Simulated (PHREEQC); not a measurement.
3.1 g of hydrous ferric oxide (600 m²/g; 0.2 weak and 0.005 strong sites per Fe, Dzombak-Morel constants, diffuse double layer) in 1 kg of water with 0.1 mol/kgw of an inert sodium salt, at 25 °C; the pH is set by adding NaOH or the inert anion's acid. O2 is buffered at 0.21 atm. The system is closed to CO2. No solid was allowed to form.

Equilibrium calculation in PHREEQC: ion-association model, wateq4f.dat.

| pH | surface charge σ (C/m²) | surface potential ψ (mV) |
|---|---|---|
| 4 | 0.322 | 146 |
| 4.5 | 0.274 | 138 |
| 5.5 | 0.159 | 111 |
| 6 | 0.112 | 93 |
| 7 | 0.045 | 52 |
| 7.5 | 0.022 | 29 |
| 8.5 | -0.014 | -19 |
| 9 | -0.034 | -42 |
| 10 | ? | -85 |
| 10.5 | ? | -103 |
| 11.5 | -0.251 | ? |
| 12 | -0.307 | -141 |

Task: What belongs in the gaps?

Result: 
- 10, surface charge σ (C/m²): -0.094
- 10.5, surface charge σ (C/m²): -0.137
- 11.5, surface potential ψ (mV): -132
